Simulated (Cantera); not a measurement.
# Reactions in the system H-N-O-V

Cantera with NASA thermochemical tables; ideal gases at 1 bar, condensed phases pure. Values are per mole of reaction as written; species without (g) are pure solids or liquids, kept so even where they would boil at 1 bar. VN: taken at fixed stoichiometry.

2 V2O4 + N2(g) = 2 NO(g) + 2 V2O3

```csv
T (K),ΔH° (kJ),ΔS° (J/K),ΔG° (kJ),log10 K
300,599.4,219.2,533.6,-92.90
1100,574.6,157.3,401.6,-19.07
1175,574.0,156.7,389.9,-17.33
1250,573.5,156.3,378.1,-15.80
1325,573.1,156.0,366.4,-14.45
1400,572.8,155.8,354.7,-13.24
```

VN + H2O2(g) = VO2(g) + 2 H(g) + N(g)

```
T (K)  ΔH° (kJ)  ΔS° (J/K)  ΔG° (kJ)  log10 K
-----  --------  ---------  --------  -------
300      1029.5      376.4     916.6  -159.60
1100     1038.1      393.8     604.9   -28.73
1175     1038.0      393.7     575.4   -25.58
1250     1037.8      393.5     545.9   -22.81
1325     1037.4      393.2     516.4   -20.36
1400     1036.9      392.9     486.9   -18.17
```

N2(g) + V2O4 = 2 VN + 4 O(g)

```json
[
 {"T (K)": "300", "ΔH° (kJ)": "1989.6", "ΔS° (J/K)": "423.8", "ΔG° (kJ)": "1862.5", "log10 K": "-324.28"},
 {"T (K)": "1100", "ΔH° (kJ)": "1982.4", "ΔS° (J/K)": "402.7", "ΔG° (kJ)": "1539.5", "log10 K": "-73.10"},
 {"T (K)": "1175", "ΔH° (kJ)": "1982.2", "ΔS° (J/K)": "402.5", "ΔG° (kJ)": "1509.3", "log10 K": "-67.09"},
 {"T (K)": "1250", "ΔH° (kJ)": "1981.9", "ΔS° (J/K)": "402.3", "ΔG° (kJ)": "1479.1", "log10 K": "-61.81"},
 {"T (K)": "1325", "ΔH° (kJ)": "1981.6", "ΔS° (J/K)": "402.0", "ΔG° (kJ)": "1448.9", "log10 K": "-57.12"},
 {"T (K)": "1400", "ΔH° (kJ)": "1981.3", "ΔS° (J/K)": "401.8", "ΔG° (kJ)": "1418.8", "log10 K": "-52.93"}
]
```
